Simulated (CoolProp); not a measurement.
Vapour-liquid equilibrium of benzene (1) + ethylbenzene (2) at 346.6 K; x and y are mole fractions of (1).

Values from CoolProp's multi-fluid Helmholtz-energy mixture model, Thol 2012 and Zhou 2012; pair parameters Bell 2016.

Task: Give the bubble pressure and the first vapour's composition at x = 0.275, 0.35, 0.8. Is there an azeotrope?

Result: x = 0.275: 0.02928 MPa, y = 0.678; x = 0.35: 0.03420 MPa, y = 0.754; x = 0.8: 0.06714 MPa, y = 0.965. No azeotrope shows between x = 0.05 and 0.95.

Pair parameters are fitted to limited data, so mixtures are less certain than the pure fluids.
